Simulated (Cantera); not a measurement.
A freely propagating, adiabatic, planar premixed flame of 10.2 % CH3OH, 18.9 % O2, 70.9 % N2, equivalence ratio 0.81, unburnt at 525 K and 5.60 bar; mixture-averaged transport, grid criteria slope 0.08 and curve 0.16, no radiation.

Computed with Cantera and GRI-Mech 3.0 (53 species, 325 reactions). GRI-Mech 3.0 was tuned for natural gas; its chemistry of methanol as a main component is partial and can be far from experiment. Burning velocities carry a grid error of a few per cent, more on coarse grids.

x: mole fraction of selected species; z is measured from the peak of heat release.

```tsv
z (mm)	T (K)	u (m/s)	x CH3OH	x O2	x CH2CO	x O	x NO	x H2O
-0.293	526	0.456	0.102	0.188	<1e-8	<1e-8	<1e-8	0.000183
-0.195	530	0.461	0.102	0.188	<1e-8	<1e-8	<1e-8	0.00136
-0.147	545	0.476	0.101	0.186	<1e-8	<1e-8	<1e-8	0.00488
-0.0977	628	0.552	0.0959	0.178	2.42e-8	<1e-8	2.91e-8	0.0199
-0.0488	[?]	0.877	[?]	[?]	[?]	<1e-8	[?]	[?]
-0.0244	1318	1.21	0.0378	0.113	5.07e-7	1.31e-6	1.40e-6	0.114
0	1708	1.60	0.00368	0.0752	8.51e-7	0.000300	3.95e-6	0.161
0.0244	1885	1.76	6.48e-6	0.0541	9.13e-8	0.00172	6.55e-6	0.177
0.0488	1979	1.83	<1e-8	0.0457	<1e-8	0.00185	9.01e-6	0.181
0.0977	2078	1.91	<1e-8	[?]	<1e-8	[?]	[?]	0.185
0.195	2152	1.97	<1e-8	0.0361	<1e-8	0.000637	1.80e-5	0.189
0.391	2189	2.00	<1e-8	0.0345	<1e-8	0.000312	2.37e-5	0.191
0.782	2200	2.01	<1e-8	0.0341	<1e-8	0.000225	3.16e-5	0.192
```

Some entries are withheld; supply them.


- -0.0488, T (K): 973
- -0.0488, x CH3OH: 0.0699
- -0.0488, x O2: 0.146
- -0.0488, x CH2CO: 2.11e-7
- -0.0488, x NO: 3.70e-7
- -0.0488, x H2O: 0.0703
- 0.0977, x O2: 0.0396
- 0.0977, x O: 0.00127
- 0.0977, x NO: 1.29e-5
